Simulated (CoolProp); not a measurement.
Vapour-liquid equilibrium of cyclopropane (1) + R134a (2) at 959 kPa; x and y are mole fractions of (1).

Values from CoolProp's multi-fluid Helmholtz-energy mixture model, Polt 1992 and Tillner-Roth 1994; pair parameters Bell 2016. This equation is an older, rougher fit; its heat capacities, sound speeds and derivatives of the liquid may be far off and weren't checked against measurements.

| x | bubble temperature, mixture model (°C) | bubble temperature, Raoult's law (°C) | y, mixture model | y, Raoult's law |
|---|---|---|---|---|
| 0.05 | ___ | 37.7 | 0.105 | 0.052 |
| 0.15 | 30.8 | 37.5 | 0.261 | 0.157 |
| 0.25 | ___ | 37.4 | 0.368 | 0.260 |
| 0.35 | 26.7 | 37.2 | 0.444 | 0.362 |
| 0.45 | 25.9 | 36.9 | ___ | 0.463 |
| 0.55 | 25.6 | 36.7 | 0.552 | 0.563 |
| 0.65 | 25.9 | 36.5 | 0.603 | 0.662 |
| 0.75 | 26.7 | 36.3 | 0.663 | 0.760 |
| 0.85 | 28.5 | 36.1 | 0.747 | 0.857 |
| 0.95 | ___ | 35.9 | ___ | 0.953 |

Q: Fill in the missing entries.

A: 
- 0.05, bubble temperature, mixture model (°C): 35.0
- 0.25, bubble temperature, mixture model (°C): 28.2
- 0.45, y, mixture model: 0.502
- 0.95, bubble temperature, mixture model (°C): 32.4
- 0.95, y, mixture model: 0.889

The largest gap from Raoult's law is -11.1 K in bubble temperature, at x = 0.55. y crosses x between x = 0.55 and 0.65: the model has an azeotrope there.

The pair parameters rest on a limited set of measurements; away from them the model extrapolates.
